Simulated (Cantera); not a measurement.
Charge: 1 mol SiC, 0.27 mol CO2, a varied amount of H2, at 1423.15 K and 0.230 Pa.

These are equilibrium values from Cantera (NASA tables, ideal gas, pure condensed phases), not measurements of a reactor. Candidate condensed phases: C, C6H6, C7H8, C8H18, H2O, Si, SiC, SiO2; 123 gas species. Equilibrium is a limit: real reactors are often held back by kinetics, nucleation or transport.

x: gas mole fraction; n: condensed amount in mol.

| n(H2) (mol) | x H2 | x CO | x H | x SiO | x Si | x SiH | x Si2C | n SiC(s) |
|---|---|---|---|---|---|---|---|---|
| 65 | 0.987 | 0.00619 | 0.00436 | 0.00203 | 5.42e-5 | 3.66e-7 | 4.36e-8 | 0.863 |
| 95 | 0.990 | ___ | 0.00437 | ___ | 5.40e-5 | 3.65e-7 | 4.34e-8 | 0.862 |
| 140 | 0.992 | 0.00290 | 0.00437 | 0.000931 | 5.37e-5 | 3.63e-7 | 4.32e-8 | 0.861 |
| 210 | 0.993 | ___ | 0.00437 | ___ | 5.32e-5 | 3.60e-7 | 4.28e-8 | 0.859 |
| 300 | 0.994 | 0.00137 | 0.00437 | 0.000422 | 5.26e-5 | 3.56e-7 | 4.22e-8 | 0.857 |
| 450 | 0.994 | 0.000923 | 0.00438 | 0.000273 | 5.16e-5 | 3.49e-7 | 4.14e-8 | 0.853 |
| 660 | 0.995 | 0.000637 | 0.00438 | 0.000179 | 5.02e-5 | 3.40e-7 | 4.03e-8 | 0.848 |
| 960 | 0.995 | 0.000445 | 0.00438 | 0.000116 | 4.84e-5 | 3.28e-7 | 3.89e-8 | 0.841 |

**Question.** Some entries are withheld; supply them.

**Answer.** 
- 95, x CO: 0.00426
- 95, x SiO: 0.00138
- 210, x CO: 0.00195
- 210, x SiO: 0.000613
